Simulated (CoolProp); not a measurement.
R1336mzz(Z) at several states: fugacity coefficient from the reference equation and from simpler models built on Tc = 444.5 K, pc = 2.904 MPa, ω = 0.386; each cubic takes its own stable root.

Model: reference Helmholtz-energy equation of state, McLinden 2020, in CoolProp.

```json
[
 {"T (K)": "310.1", "p (MPa)": "2.7", "phase": "liquid", "reference": "[?]", "van der Waals": "0.2194", "Soave-Redlich-Kwong": "0.04703", "Peng-Robinson": "[?]"},
 {"T (K)": "363.3", "p (MPa)": "0.221", "phase": "gas", "reference": "[?]", "van der Waals": "[?]", "Soave-Redlich-Kwong": "0.9492", "Peng-Robinson": "0.9459"},
 {"T (K)": "457.1", "p (MPa)": "0.0179", "phase": "gas", "reference": "0.9980", "van der Waals": "0.9983", "Soave-Redlich-Kwong": "0.9981", "Peng-Robinson": "0.9979"},
 {"T (K)": "495.7", "p (MPa)": "2.73", "phase": "gas", "reference": "[?]", "van der Waals": "0.7896", "Soave-Redlich-Kwong": "0.7996", "Peng-Robinson": "[?]"}
]
```

Q: Some entries are withheld; supply them.

A: 
- 310.1, reference: 0.04557
- 310.1, Peng-Robinson: 0.04620
- 363.3, reference: 0.9436
- 363.3, van der Waals: 0.9636
- 495.7, reference: 0.7889
- 495.7, Peng-Robinson: 0.7762
